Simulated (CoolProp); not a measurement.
Vapour-liquid equilibrium of ethane (1) + propane (2) at -59.55 °C; x and y are mole fractions of (1).

The numbers come from the multi-fluid Helmholtz-energy mixture model, Bücker 2006 and Lemmon 2009; pair parameters Kunz 2012 in CoolProp.

```
x     bubble pressure, mixture model (kPa)  bubble pressure, Raoult's law (kPa)  y, mixture model  y, Raoult's law
----  ------------------------------------  -----------------------------------  ----------------  ---------------
0.05                                 59.57                                60.81             0.297            0.317
0.15                                 90.87                                94.99             0.581            0.609
0.25                                 122.2                                129.2             0.721            0.746
0.35                                 154.1                                163.4             0.805            0.826
0.45                                 187.0                                197.5             0.862            0.878
0.55                                 221.0                                231.7             0.903            0.915
0.65                                 256.1                                265.9             0.935            0.942
0.75                                 292.3                                300.1             0.959            0.964
0.85                                 329.3                                334.3             0.978            0.980
0.95                                 366.8                                368.5             0.993            0.994
```

The largest gap from Raoult's law is -5.7 % in bubble pressure, at x = 0.35. No azeotrope shows between x = 0.05 and 0.95.

Pair parameters are fitted to limited data, so mixtures are less certain than the pure fluids.
